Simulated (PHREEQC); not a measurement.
Dissolve 0.0047 mol/kgw H2SO4, 0.075 mol/kgw NaCl and 0.25 mol/kgw NaHS at 20 °C. Closed to the air; pH follows from the charge balance.

Model: ion-association model, wateq4f.dat, run in PHREEQC.

This is a speciation only: nothing precipitates in the calculation.

Q: Predict the pH, activity of water.

A: pH 8.21; activity of water 0.989.

Q: In which forms is S present?

A: HS- 94 %, H2S 3.7 %, SO4-2 1.3 %, NaSO4- 0.5 % of the S.

The polysulfide entries of wateq4f.dat were taken out for this run.
